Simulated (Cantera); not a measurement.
# Metals in furnace atmospheres: Fe + H2S + CO

Input: 1 mol Fe, 2.3 mol H2S, 5.2 mol CO, at 75.0 Torr.

Cantera equilibrium calculation (NASA polynomials, part measured and part estimated; ideal gas, pure solids and liquids). Candidate condensed phases: C, C6H6, C7H8, C8H18, Fe, Fe(CO)5, FeO, Fe(OH)2, Fe(OH)3, FeS, FeSO4, FeS2, Fe2O3, Fe2(SO4)3, Fe3O4, H2O, H2SO4, S; 127 gas species. FeS: taken at fixed stoichiometry. Gases not in the tables: S3 to S7. Equilibrium is a limit: real reactors are often held back by kinetics, nucleation or transport.

| T (°C) | x CO | x H2 | x H2S | x CO2 | x S2 | x COS | x H2O | n C(graphite) | n FeS(s) | n FeS(l) |
|---|---|---|---|---|---|---|---|---|---|---|
| 650 | 0.547 | 0.155 | 0.171 | 0.0943 | 0.000109 | 0.0192 | 0.0131 | 0.717 | 1.00 | 0 |
| 700 | 0.620 | 0.157 | 0.156 | 0.0386 | 0.000293 | 0.0195 | 0.00606 | 0.302 | 1.00 | 0 |
| 750 | 0.650 | 0.162 | 0.145 | 0.0151 | 0.000705 | 0.0184 | 0.00289 | 0.0926 | 1.00 | 0 |
| 800 | 0.659 | 0.169 | 0.135 | 0.00737 | 0.00152 | 0.0167 | 0.00174 | 0 | 1.00 | 0 |
| 850 | 0.659 | 0.172 | 0.132 | 0.00693 | 0.00344 | 0.0161 | 0.00197 | 0 | 1.00 | 0 |
| 900 | 0.659 | 0.176 | 0.126 | 0.00634 | 0.00684 | 0.0150 | 0.00215 | 0 | 1.00 | 0 |
| 950 | 0.658 | 0.183 | 0.118 | 0.00559 | 0.0118 | 0.0136 | 0.00227 | 0 | 1.00 | 0 |
| 1000 | 0.657 | 0.191 | 0.108 | 0.00477 | 0.0181 | 0.0119 | 0.00229 | 0 | 1.00 | 0 |
| 1050 | 0.656 | 0.200 | 0.0961 | 0.00396 | 0.0249 | 0.0102 | 0.00224 | 0 | 1.00 | 0 |
| 1100 | 0.654 | 0.210 | 0.0842 | 0.00323 | 0.0318 | 0.00853 | 0.00214 | 0 | 1.00 | 0 |
| 1150 | 0.652 | 0.219 | 0.0729 | 0.00261 | 0.0381 | 0.00711 | 0.00199 | 0 | 1.00 | 0 |
| 1200 | 0.650 | 0.228 | 0.0626 | 0.00211 | 0.0439 | 0.00591 | 0.00183 | 0 | 0 | 1.00 |
x: gas mole fraction; n: condensed amount in mol.

From 650 °C to 750 °C the condensed part is C(graphite) + FeS(s). From 800 °C to 1150 °C the condensed part is FeS(s). At 1200 °C the condensed part is FeS(l).
